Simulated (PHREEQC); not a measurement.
## Copper plating or etch bath: an equilibrium model

Make-up at 25 °C: 0.0011 mol Cu(BF4)2, 5.8e-05 mol HCl and 0.00086 mol NaCl per kg of water. Closed to the air; pH follows from the charge balance.

Model: ion-association model, phreeqc.dat, run in PHREEQC.

* **pH**: 3.05
* **ionic strength**: 0.00507 mol/kgw
* **total alkalinity**: -6.66 meq/kg

| species | molality | activity | log γ |
|---|---|---|---|
| HF | 0.00221 | 0.00222 | 0.001 |
| F- | 0.00178 | 0.00165 | -0.034 |
| Cu+2 | 0.00107 | 0.000800 | -0.127 |
| BF4- | 0.00101 | 0.000935 | -0.033 |
| H+ | 0.000961 | 0.000897 | -0.030 |
| H3BO3 | 0.000919 | 0.000920 | 0.001 |
| Cl- | 0.000916 | 0.000848 | -0.033 |
| Na+ | 0.000859 | 0.000797 | -0.033 |
| BF3OH- | 0.000168 | 0.000155 | -0.033 |

Precipitation was switched off in this run. Real BF4- forms and hydrolyses slowly; the run takes it at equilibrium.
